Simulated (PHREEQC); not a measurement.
Make-up at 15 °C: 0.0062 mol CuCl2, 0.00016 mol HBF4 and 3e-05 mol H3BO3 per kg of water. Closed to the air; pH follows from the charge balance.

Equilibrium calculation in PHREEQC: ion-association model, wateq4f.dat.

No solid was allowed to form.

Problem. Order these F species by the share of F that they hold, largest first: BF2(OH)2-, F-, HF, CuF+.

Solution. F- (66 %), HF (29 %), CuF+ (4.0 %), BF2(OH)2- (0.15 %)

The pH is 3.39 and the ionic strength 0.0188 mol/kgw. Real BF4- forms and hydrolyses slowly; the run takes it at equilibrium.
